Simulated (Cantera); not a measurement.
## HF + H2O + O2 + SO2 (abatement and gas-phase synthesis)

A closed system holds: 1 mol HF, 0.076 mol H2O, a varied amount of O2, 0.042 mol SO2, at 2427 °C and 0.133 bar.

Cantera equilibrium calculation (NASA polynomials, part measured and part estimated; ideal gas, pure solids and liquids). Candidate condensed phases: H2O, H2SO4, S; 43 gas species. Rates play no part.

From 0.061 mol O2 to 0.9 mol O2 nothing is condensed.

```
n(O2) (mol)  log p HF  log p O2  log p O  log p H2O  log p SO2  log p OH  log p H  log p H2
-----------  --------  --------  -------  ---------  ---------  --------  -------  --------
0.061           -0.96     -2.23    -2.56      -2.26      -2.43     -2.61    -2.74     -2.99
0.077           -0.97     -2.14    -2.51      -2.26      -2.42     -2.59    -2.76     -3.03
0.099           -0.98     -2.04    -2.46      -2.27      -2.42     -2.56    -2.79     -3.08
0.13            -0.99     -1.94    -2.41      -2.28      -2.43     -2.54    -2.82     -3.14
0.16            -1.00     -1.85    -2.37      -2.29      -2.43     -2.53    -2.84     -3.19
0.21            -1.02     -1.75    -2.32      -2.30      -2.44     -2.51    -2.88     -3.26
0.26            -1.03     -1.67    -2.28      -2.32      -2.45     -2.50    -2.91     -3.32
0.34            -1.06     -1.58    -2.23      -2.35      -2.48     -2.49    -2.94     -3.40
0.43            -1.09     -1.50    -2.19      -2.38      -2.50     -2.48    -2.98     -3.47
0.55            -1.12     -1.42    -2.15      -2.42      -2.53     -2.48    -3.02     -3.54
0.7             -1.16     -1.35    -2.12      -2.46      -2.56     -2.49    -3.06     -3.62
0.9             -1.21     -1.28    -2.08      -2.52      -2.61     -2.50    -3.10     -3.71
```
log p: log10 of the partial pressure in bar; nothing condenses.
